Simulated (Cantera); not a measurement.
Equilibrium for tantalum, niobium, vanadium and zirconium in process gases: V + NH3 + N2

Charge: 1 mol V, 3.1 mol NH3, 2.4 mol N2, held at 675 °C and 0.00705 Torr.

Cantera equilibrium calculation (NASA polynomials, part measured and part estimated; ideal gas, pure solids and liquids). Candidate condensed phases: V, VN; 11 gas species. VN: taken at fixed stoichiometry. Condensed phases not in the tables: V2N. Rates play no part.

| Item | Value |
|---|---|
| x(H2) | 0.574 |
| x(N2) | 0.426 |
| n(VN(s)) | 1.00 mol |
| gas amount | 8.100 mol |
| log10 activity of V(s) (absent) | -4.77 |
